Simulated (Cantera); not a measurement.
Charge: 1 mol MgO, 0.074 mol I2, 0.011 mol O2, 0.025 mol HI, held at 10000 Pa.

Cantera equilibrium calculation (NASA polynomials, part measured and part estimated; ideal gas, pure solids and liquids). Candidate condensed phases: H2O, I2, Mg, MgI2, MgO, Mg(OH)2; 20 gas species. The numbers say what is thermodynamically allowed, not how fast it happens.

Problem. At 1748 K, list the 7 most abundant gas species with their mole fractions, and the condensed phases.

Solution. I 0.898, H2O 0.0649, O2 0.0257, I2 0.00905, HI 0.00232, OH 0.000423, H2 4.19e-5. Condensed: MgO(s).
